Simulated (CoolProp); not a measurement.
A closed Brayton cycle with carbon dioxide: compressor inlet 320.15 K and 8.9 MPa, high pressure 24.5 MPa, turbine inlet 720 K, compressor efficiency 0.89, turbine efficiency 0.9, recuperator effectiveness 0.95 (on enthalpy, no pinch check). Each further row changes one setting.

Model: reference Helmholtz-energy equation of state, Span 1996, in CoolProp.

```tsv
case	thermal efficiency (%)	net work (kJ/kg)	compressor to turbine work	compressor exit (K)	turbine exit (K)
as stated	(withheld)	70.6	0.38	392.3	607.8
turbine inlet 670 K	(withheld)	(withheld)	0.41	392.3	561.9
compressor inlet 330.15 K	30.7	(withheld)	0.45	(withheld)	607.8
high pressure 20.8 MPa	31.9	62.3	0.35	380.5	(withheld)
recuperator effectiveness 0.5	(withheld)	70.6	0.38	392.3	607.8
```

Complete the blanks.


- as stated, thermal efficiency (%): 32.4
- turbine inlet 670 K, thermal efficiency (%): 29.7
- turbine inlet 670 K, net work (kJ/kg): 60.8
- compressor inlet 330.15 K, net work (kJ/kg): 62.0
- compressor inlet 330.15 K, compressor exit (K): 413.6
- high pressure 20.8 MPa, turbine exit (K): 625.6
- recuperator effectiveness 0.5, thermal efficiency (%): 21.3
